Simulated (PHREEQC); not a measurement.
Solution (20 °C): 15 mmol/kgw Pb(NO3)2, 0.043 mmol/kgw HNO3 and 2.1 mmol/kgw Cu(NO3)2. Closed to the air; pH follows from the charge balance.

Model: ion-association model, phreeqc.dat, run in PHREEQC.

```json
{
 "pH": "4.38",
 "ionic_strength": "0.0460 mol/kgw",
 "total_alkalinity": "-0.0430 meq/kg"
}
```

```csv
species,molality,activity,log γ
NO3-,0.0316,0.0257,-0.090
Pb+2,0.0123,0.00578,-0.329
PbNO3+,0.00265,0.00220,-0.082
Cu+2,0.00210,0.00104,-0.305
H+,4.86e-5,4.17e-5,-0.066
PbOH+,3.26e-6,2.70e-6,-0.082
```

This is a speciation only: nothing precipitates in the calculation. Complexes and solids missing from the database can't appear.
